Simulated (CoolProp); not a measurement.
Values from CoolProp's reference Helmholtz-energy equation of state, Platzer 1990. This equation is an older, rougher fit; its heat capacities, sound speeds and derivatives of the liquid may be far off and weren't checked against measurements.

Problem. Give the vapour pressure (bar), liquid density (kg/m³), vapour density (kg/m³), enthalpy of vaporisation (kJ/kg) of saturated R21 at 318.3 K.

Solution. 
```
T (K)  p (bar)  liquid density (kg/m³)  vapour density (kg/m³)  enthalpy of vaporisation (kJ/kg)
-----  -------  ----------------------  ----------------------  --------------------------------
318.3     3.45                    1320                    14.6                               218
```
